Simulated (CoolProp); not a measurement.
A single-stage vapour-compression cycle with n-heptane: evaporating at 319.15 K (dew point), condensing at 361.15 K (bubble point), superheat 5 K, subcooling 0 K, compressor efficiency 0.8, no pressure losses. Each further row changes one setting.

Computed with CoolProp (reference Helmholtz-energy equation of state, Span 2003). It is a short technical equation, of lower accuracy than the large ones.

```json
[
 {"case": "as stated", "cooling COP": "5.04", "pressure ratio": "4.62", "discharge temperature (K)": "361.1", "refrigerating effect (kJ/kg)": "259", "volumetric capacity (kJ/m³)": "156"},
 {"case": "evaporating temperature 324.15 K", "cooling COP": "5.96", "pressure ratio": "3.76", "discharge temperature (K)": "361.1", "refrigerating effect (kJ/kg)": "268", "volumetric capacity (kJ/m³)": "?"},
 {"case": "condensing temperature 356.15 K", "cooling COP": "5.89", "pressure ratio": "3.94", "discharge temperature (K)": "356.1", "refrigerating effect (kJ/kg)": "272", "volumetric capacity (kJ/m³)": "164"},
 {"case": "subcooling 5 K", "cooling COP": "?", "pressure ratio": "4.62", "discharge temperature (K)": "361.1", "refrigerating effect (kJ/kg)": "272", "volumetric capacity (kJ/m³)": "164"},
 {"case": "superheat 15 K", "cooling COP": "5.17", "pressure ratio": "4.62", "discharge temperature (K)": "?", "refrigerating effect (kJ/kg)": "277", "volumetric capacity (kJ/m³)": "162"},
 {"case": "compressor efficiency 0.7", "cooling COP": "4.41", "pressure ratio": "4.62", "discharge temperature (K)": "361.1", "refrigerating effect (kJ/kg)": "259", "volumetric capacity (kJ/m³)": "156"}
]
```

Complete the blanks.


- evaporating temperature 324.15 K, volumetric capacity (kJ/m³): 196
- subcooling 5 K, cooling COP: 5.28
- superheat 15 K, discharge temperature (K): 364.6

The compression ends wet for: as stated; evaporating temperature 324.15 K; condensing temperature 356.15 K; subcooling 5 K; compressor efficiency 0.7.
